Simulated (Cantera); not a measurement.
An isothermal, constant-pressure homogeneous reactor starts with H2 : O2 = 0.42 : 1 (molar parts), at 950 K and 0.00188 atm.

Model: the H2/O2 subset of GRI-Mech 3.0, which has no nitrogen chemistry, integrated in Cantera. Radical loss at walls, strong at low pressure, is not modelled. The temperature is held fixed by assumption; the heat of reaction is taken as removed at once.

x: mole fraction; the columns are a selection and need not sum to one.

| t (s) | x H2 | x O2 | x OH | x O | x H | x H2O2 | x HO2 |
|---|---|---|---|---|---|---|---|
| 0.000500 | 0.296 | 0.704 | 2.06e-12 | 3.79e-12 | 3.35e-11 | <1e-12 | 3.41e-11 |
| 0.000989 | 0.296 | 0.704 | 5.70e-12 | 1.32e-11 | 7.18e-11 | <1e-12 | 6.75e-11 |
| 0.00196 | 0.296 | 0.704 | 1.75e-11 | 4.78e-11 | 1.86e-10 | <1e-12 | 1.34e-10 |
| 0.00387 | 0.296 | 0.704 | 7.77e-11 | 2.29e-10 | 7.60e-10 | <1e-12 | 2.66e-10 |
| 0.00765 | 0.296 | 0.704 | 9.07e-10 | 2.72e-9 | 8.65e-9 | <1e-12 | 5.50e-10 |
| 0.0151 | 0.296 | 0.704 | 9.73e-8 | 2.92e-7 | 9.26e-7 | 2.92e-12 | 4.19e-9 |
| 0.0299 | 0.280 | 0.697 | 0.000816 | 0.00252 | 0.00841 | ___ | 1.02e-6 |
| 0.0592 | 0.0144 | 0.582 | 0.00414 | 0.0481 | 0.132 | ___ | 2.54e-6 |
| 0.117 | 0.0115 | 0.601 | 0.00378 | 0.0375 | 0.0912 | ___ | 2.87e-6 |
| 0.231 | 0.00720 | 0.626 | 0.00303 | 0.0209 | 0.0389 | ___ | 3.28e-6 |
| 0.458 | 0.00241 | 0.646 | 0.00172 | 0.00659 | 0.00676 | ___ | 3.25e-6 |
| 0.905 | 0.000442 | 0.652 | 0.000695 | 0.00117 | 0.000481 | ___ | 2.29e-6 |
| 1.79 | 7.21e-5 | 0.653 | 0.000275 | 0.000189 | 3.08e-5 | ___ | 9.88e-7 |
| 3.54 | 1.46e-5 | 0.653 | 0.000126 | 3.96e-5 | 2.95e-6 | ___ | 3.23e-7 |
| 7.00 | 3.87e-6 | 0.653 | 6.67e-5 | 1.10e-5 | 4.31e-7 | ___ | 1.07e-7 |

What belongs in the gaps?


- 0.0299, x H2O2: 4.40e-9
- 0.0592, x H2O2: 2.60e-8
- 0.117, x H2O2: 3.32e-8
- 0.231, x H2O2: 5.12e-8
- 0.458, x H2O2: 7.93e-8
- 0.905, x H2O2: 9.28e-8
- 1.79, x H2O2: 6.77e-8
- 3.54, x H2O2: 3.84e-8
- 7.00, x H2O2: 2.13e-8
